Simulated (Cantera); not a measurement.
A closed system holds: 1 mol Pb, 0.96 mol N2, at 0.520 bar.

Equilibrium computed with Cantera from the NASA thermochemical tables; the gas is ideal and each condensed phase is pure. Candidate condensed phases: Pb; 4 gas species. Rates play no part.

Question: Which condensed phases are stable at each of these points (T (K)): 573, 648, 723, 798, 873, 948, 1023, 1098, 1173, 1248, 1323, 1398, 1473?

Answer: 
| T (K) | condensed phases | Pb condensed (%) |
|---|---|---|
| 573 | Pb(s) | 100.0 |
| 648 | Pb(l) | 100.0 |
| 723 | Pb(l) | 100.0 |
| 798 | Pb(l) | 100.0 |
| 873 | Pb(l) | 100.0 |
| 948 | Pb(l) | 100.0 |
| 1023 | Pb(l) | 100.0 |
| 1098 | Pb(l) | 100.0 |
| 1173 | Pb(l) | 99.9 |
| 1248 | Pb(l) | 99.8 |
| 1323 | Pb(l) | 99.3 |
| 1398 | Pb(l) | 98.4 |
| 1473 | Pb(l) | 96.4 |

At 573 K the condensed part is Pb(s). From 648 K to 1473 K the condensed part is Pb(l).
